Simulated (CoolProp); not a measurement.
Nitrous oxide along the isobar 9940 kPa: Z from the reference equation and from simpler models built on Tc = 309.5 K, pc = 7245 kPa, ω = 0.161; each cubic takes its own stable root.

Computed with CoolProp (reference Helmholtz-energy equation of state, Lemmon 2006). It is a short technical equation, of lower accuracy than the large ones.

| T (K) | phase | reference | Soave-Redlich-Kwong | Peng-Robinson |
|---|---|---|---|---|
| 263.8 | liquid | 0.2016 | 0.2205 | 0.1953 |
| 290.1 | liquid | 0.2088 | 0.2358 | 0.2101 |
| 316.3 | supercritical | 0.2533 | ? | 0.2779 |
| 342.5 | supercritical | 0.5574 | 0.5842 | 0.5527 |
| 368.8 | supercritical | 0.7012 | 0.7227 | 0.6906 |
| 395 | supercritical | ? | ? | 0.7707 |
| 421.3 | supercritical | 0.8346 | 0.8545 | 0.8253 |
| 447.5 | supercritical | 0.8728 | ? | 0.8648 |
| 473.8 | supercritical | 0.9016 | 0.9206 | 0.8948 |
| 500 | supercritical | 0.9236 | ? | ? |

Problem. Complete the blanks.

Solution. 
- 316.3, Soave-Redlich-Kwong: 0.3046
- 395, reference: 0.7812
- 395, Soave-Redlich-Kwong: 0.8015
- 447.5, Soave-Redlich-Kwong: 0.8923
- 500, Soave-Redlich-Kwong: 0.9423
- 500, Peng-Robinson: 0.9180
